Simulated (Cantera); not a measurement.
Input: 1 mol toluene, 0.27 mol NH₃, 0.12 mol O₂, at 1600 °C and 1 atm.

Method: chemical equilibrium by Gibbs-energy minimisation in Cantera with the NASA 1993 tables (ideal gas, pure condensed phases). Candidate condensed phases: C, C₆H₆, C₇H₈, C₈H₁₈, H₂O; 136 gas species. Rates play no part.

Base state: H₂ 0.919, CO 0.0502, N₂ 0.0275, HCN 0.00138, H 0.000616, CH₄ 0.000522, C₂H₂ (acetylene) 0.000287, HNC 6.11e-5 (mole fractions); condensed: C(graphite).

Q: What changes in the equilibrium state with this change: toluene replaced by CH₄?

A: 
```csv
species,before,after
H₂,0.919,0.863
CO,0.0502,0.0863
N₂,0.0275,0.0477
H₂O,9.42e-6,1.52e-5
HCN,0.00138,0.00175
"C(graphite), mol",6.75,0.752
```

Q: What changes in the equilibrium state with this change: pressure from 1 atm to 0.100 bar?

A: 
```json
[
 {"species": "H₂", "before": "0.919", "after": "0.919"},
 {"species": "CO", "before": "0.0502", "after": "0.0502"},
 {"species": "N₂", "before": "0.0275", "after": "0.0275"},
 {"species": "H", "before": "0.000616", "after": "0.00196"},
 {"species": "CH₄", "before": "0.000522", "after": "5.14e-5"},
 {"species": "HNC", "before": "6.11e-5", "after": "6.11e-5"},
 {"species": "HCN", "before": "0.00138", "after": "0.00137"},
 {"species": "C(graphite), mol", "before": "6.75", "after": "6.75"}
]
```
